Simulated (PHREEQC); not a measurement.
Leach liquor

Dissolve 0.14 mol H2SO4, 0.03 mol FeSO4 and 0.24 mol MgSO4 per kg of water at 20 °C. Closed to the air; pH follows from the charge balance.

Equilibrium calculation in PHREEQC: ion-association model, wateq4f.dat.

| Quantity | Value |
|---|---|
| pH | 1.14 |
| ionic strength | 0.606 mol/kgw |
| activity of water | 0.989 |
| total alkalinity | -280 meq/kg |

| species | molality | activity | log γ |
|---|---|---|---|
| HSO4- | 0.179 | 0.117 | -0.183 |
| Mg+2 | 0.121 | 0.0355 | -0.534 |
| MgSO4 | 0.118 | 0.136 | 0.061 |
| SO4-2 | 0.0971 | 0.0187 | -0.716 |
| H+ | 0.0947 | 0.0719 | -0.119 |
| Fe+2 | 0.0144 | 0.00344 | -0.622 |
| FeSO4 | 0.00905 | 0.0104 | 0.061 |
| FeHSO4+ | 0.00653 | 0.00485 | -0.129 |

No solid was allowed to form.
